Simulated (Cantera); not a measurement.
Input: 1 mol Si₃N₄, 0.13 mol H₂O, 800 mol H₂, equilibrated at 2125 K and 48.0 mbar.

Equilibrium computed with Cantera from the NASA thermochemical tables; the gas is ideal and each condensed phase is pure. Candidate condensed phases: H₂O, Si, SiO₂, Si₂N₂O, Si₃N₄; 35 gas species. Gases not in the tables: Si₂H₆ and higher silanes. Rates play no part.

Base state: H₂ 0.978, H 0.0164, Si 0.00294, N₂ 0.00246, SiH 0.000328, SiH₂ 0.000165, SiO 0.000160, Si₂ 3.29e-5 (mole fractions); condensed: gas only.

Problem. What changes in the equilibrium state with this change: pressure from 48.0 mbar to 13.3 mbar?

Solution. 
| species | before | after |
|---|---|---|
| H₂ | 0.978 | 0.963 |
| H | 0.0164 | 0.0309 |
| Si | 0.00294 | 0.00324 |
| SiH₂ | 0.000165 | 4.97e-5 |
| Si₂ | 3.29e-5 | 1.11e-5 |
| SiH | 0.000328 | 0.000189 |

Problem. What changes in the equilibrium state with this change: temperature from 2125 K to 1425 K?

Solution. 
```
species           before     after
--------------  --------  --------
H₂                 0.978     1.000
N₂               0.00246  0.000208
H                 0.0164   3.11e-5
Si               0.00294   3.35e-8
SiO             0.000160   2.64e-6
Si₂              3.29e-5     <1e-9
SiH             0.000328   3.27e-8
SiH₂            0.000165   5.42e-7
Si(s), mol             0     0.184
Si₂N₂O(s), mol         0     0.128
Si₃N₄(s), mol          0     0.853
```
Mutual solubility and eutectic melting of coexisting phases are not modelled.
